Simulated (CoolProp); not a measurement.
Carbon monoxide at 293.15 K and 0.135 MPa is throttled through a valve to 0.0347 MPa with no heat exchange. Each further row changes one setting.

The numbers come from the reference Helmholtz-energy equation of state, Lemmon 2006 in CoolProp. It is a short technical equation, of lower accuracy than the large ones.

```csv
case,temperature change (K),final density (kg/m³)
as stated,-0.3,0.399
outlet pressure 0.0104 MPa,-0.3,0.120
outlet pressure 0.0451 MPa,-0.2,0.519
```
